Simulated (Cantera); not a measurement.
Thermodynamics of roasting and sulfation, feed MgO + SO3 + O2

Charge: 1 mol MgO, a varied amount of SO3, 1 mol O2, equilibrated at 1573 K and 19.0 bar.

Cantera equilibrium calculation (NASA polynomials, part measured and part estimated; ideal gas, pure solids and liquids). Candidate condensed phases: Mg, MgO, MgS, MgSO4, S; 14 gas species. Mutual solubility and eutectic melting of coexisting phases are not modelled. Equilibrium is a limit: real reactors are often held back by kinetics, nucleation or transport.

```tsv
n(SO3) (mol)	log p O2	log p SO2	log p SO3	log p O	log p SO	log p O3	n MgO(s)	n MgSO4(l)
0.13	1.23	0.27	-0.69	-4.37	-6.31	-6.43	1.00	0
0.22	1.20	0.46	-0.52	-4.38	-6.11	-6.47	1.00	0
0.31	1.17	0.57	-0.43	-4.39	-5.99	-6.51	1.00	0
0.4	1.15	0.64	-0.36	-4.41	-5.90	-6.54	1.00	0
0.49	1.13	0.70	-0.32	-4.41	-5.84	-6.57	1.00	0
0.58	1.11	0.74	-0.29	-4.42	-5.79	-6.60	1.00	0
0.67	1.10	0.77	-0.26	-4.43	-5.75	-6.62	1.00	0
0.76	1.08	0.80	-0.24	-4.44	-5.71	-6.64	1.00	0
0.85	1.07	0.82	-0.23	-4.45	-5.68	-6.66	1.00	0
0.93	1.06	0.84	-0.21	-4.45	-5.66	-6.68	1.00	0
1	1.06	0.85	-0.21	-4.45	-5.65	-6.69	0.967	0.0331
1.1	1.06	0.85	-0.21	-4.45	-5.65	-6.69	0.867	0.133
```
log p: log10 of the partial pressure in bar; n: condensed amount in mol.

From 0.13 mol SO3 to 0.93 mol SO3 the condensed part is MgO(s). From 1 mol SO3 to 1.1 mol SO3 the condensed part is MgO(s) + MgSO4(l).
